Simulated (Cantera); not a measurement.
Gas mixture: 6.42 % C2H4, 27.8 % H2O, 26.2 % CO, 39.6 % H2, at 1.00 bar, frozen composition.

Cantera's kinetic-theory transport with the Lennard-Jones parameters of GRI-Mech 3.0, ideal gas; thermal conductivity in the multicomponent form. Polar gases are described roughly by these parameters. The composition is frozen, though it would react at the higher temperatures.

D: mixture-averaged diffusion coefficient of that species in the mixture.

```tsv
T (K)	ρ (kg/m³)	cp (J/kg/K)	μ (µPa s)	λ (mW/m/K)	Pr	D (cm²/s) CH4	D (cm²/s) NH3	D (cm²/s) CO2
400	0.449	2154	(withheld)	82.6	0.448	0.519	0.504	0.383
650	0.277	2322	(withheld)	125	0.481	1.23	1.27	0.931
900	0.200	2490	(withheld)	166	0.501	2.16	2.31	1.65
1150	0.156	2644	(withheld)	208	0.514	3.29	3.58	2.52
1400	0.128	2777	(withheld)	249	0.522	4.58	5.07	3.53
1650	0.109	2889	(withheld)	290	0.527	6.03	6.74	4.66
```

Task: What belongs in the gaps?

Result: 
- 400, μ (µPa s): 17.2
- 650, μ (µPa s): 25.8
- 900, μ (µPa s): 33.4
- 1150, μ (µPa s): 40.4
- 1400, μ (µPa s): 46.9
- 1650, μ (µPa s): 52.9
